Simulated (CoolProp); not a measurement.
Properties of ammonia along the isotherm 442.8 K.

Values from CoolProp's reference Helmholtz-energy equation of state, Gao 2020.

```json
[
 {"p (MPa)": "2.19", "phase": "gas", "cp (kJ/(kg K))": "2.610", "cv (kJ/(kg K))": "1.965", "isothermal compressibility (1/MPa)": "0.4832", "expansivity (1/kK)": "2.745", "Prandtl number": "0.894"},
 {"p (MPa)": "4.37", "phase": "gas", "cp (kJ/(kg K))": "2.937", "cv (kJ/(kg K))": "2.075", "isothermal compressibility (1/MPa)": "0.2590", "expansivity (1/kK)": "3.384", "Prandtl number": "0.953"},
 {"p (MPa)": "6.56", "phase": "gas", "cp (kJ/(kg K))": "3.369", "cv (kJ/(kg K))": "2.195", "isothermal compressibility (1/MPa)": "0.1873", "expansivity (1/kK)": "4.263", "Prandtl number": "1.03"},
 {"p (MPa)": "8.74", "phase": "gas", "cp (kJ/(kg K))": "3.965", "cv (kJ/(kg K))": "2.327", "isothermal compressibility (1/MPa)": "0.1556", "expansivity (1/kK)": "5.520", "Prandtl number": "1.12"},
 {"p (MPa)": "10.9", "phase": "gas", "cp (kJ/(kg K))": "4.835", "cv (kJ/(kg K))": "2.471", "isothermal compressibility (1/MPa)": "0.1417", "expansivity (1/kK)": "7.423", "Prandtl number": "1.25"},
 {"p (MPa)": "13.1", "phase": "supercritical", "cp (kJ/(kg K))": "6.257", "cv (kJ/(kg K))": "2.633", "isothermal compressibility (1/MPa)": "0.1392", "expansivity (1/kK)": "10.62", "Prandtl number": "1.46"},
 {"p (MPa)": "15.3", "phase": "supercritical", "cp (kJ/(kg K))": "8.678", "cv (kJ/(kg K))": "2.799", "isothermal compressibility (1/MPa)": "0.1453", "expansivity (1/kK)": "16.15", "Prandtl number": "1.79"},
 {"p (MPa)": "17.5", "phase": "supercritical", "cp (kJ/(kg K))": "11.91", "cv (kJ/(kg K))": "2.918", "isothermal compressibility (1/MPa)": "0.1427", "expansivity (1/kK)": "23.26", "Prandtl number": "2.24"},
 {"p (MPa)": "19.7", "phase": "supercritical", "cp (kJ/(kg K))": "12.47", "cv (kJ/(kg K))": "2.911", "isothermal compressibility (1/MPa)": "0.1007", "expansivity (1/kK)": "23.11", "Prandtl number": "2.32"},
 {"p (MPa)": "21.9", "phase": "supercritical", "cp (kJ/(kg K))": "10.37", "cv (kJ/(kg K))": "2.840", "isothermal compressibility (1/MPa)": "0.05764", "expansivity (1/kK)": "16.89", "Prandtl number": "2.04"},
 {"p (MPa)": "24", "phase": "supercritical", "cp (kJ/(kg K))": "8.797", "cv (kJ/(kg K))": "2.784", "isothermal compressibility (1/MPa)": "0.03678", "expansivity (1/kK)": "12.65", "Prandtl number": "1.78"},
 {"p (MPa)": "26.2", "phase": "supercritical", "cp (kJ/(kg K))": "7.769", "cv (kJ/(kg K))": "2.742", "isothermal compressibility (1/MPa)": "0.02569", "expansivity (1/kK)": "9.999", "Prandtl number": "1.59"},
 {"p (MPa)": "28.4", "phase": "supercritical", "cp (kJ/(kg K))": "7.100", "cv (kJ/(kg K))": "2.713", "isothermal compressibility (1/MPa)": "0.01943", "expansivity (1/kK)": "8.326", "Prandtl number": "1.47"}
]
```

The peak of cp marks the crossing from liquid-like to gas-like fluid above the critical point.

Viscosity comes from a separate model (Fenghour 1995). Thermal conductivity comes from a separate model (Tufeu 1984).
